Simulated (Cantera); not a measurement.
An isothermal plug-flow reactor at 900 K and 2.96 atm (inlet), inlet velocity 0.41 m/s, active area per volume 1000 1/m; feed 0.591 % H2, 6.03 % O2, 93.4 % N2.

Cantera simulation using Deutschmann's 1995 Pt surface mechanism with GRI-Mech 3.0 gas chemistry; the numbers are that mechanism's predictions, not measurements. Catalytic surfaces can have several steady states; this one follows from the mechanism file's or the stated starting coverage. Mass transfer to the wall is taken as infinitely fast.

One state of this run: x H2 = 0.000599; x O2 = 0.0578; x H2O = 0.00533; θ free Pt = 0.0921; θ O* = 0.905; θ OH* = 0.00248. x: gas mole fraction; θ: surface coverage.

Q: Which value of z (m) does it belong to?
A) 3e-05
B) 0.00011
C) 5.9e-05
D) 0.00022

A: D, 0.00022
